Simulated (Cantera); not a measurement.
**Ignition delay**

Mixture: CH4 : H2 : O2 : N2 = 1 : 0.1 : 2.81 : 16.6 (molar parts), equivalence ratio 0.73, at 2.40 bar, adiabatic and at constant pressure. Ignition delay is the time to a rise of 400 K.

Model: GRI-Mech 3.0 (53 species, 325 reactions), integrated in Cantera.

| T0 (K) | delay (ms) |
|---|---|
| 1000 | 82.5 |
| 1075 | 35.3 |
| 1150 | 16.5 |
| 1225 | 7.60 |
| 1300 | 3.48 |
| 1375 | 1.62 |
| 1450 | 0.785 |
| 1525 | 0.400 |

The apparent activation energy between 1375 and 1525 K comes out as 160 kJ/mol.
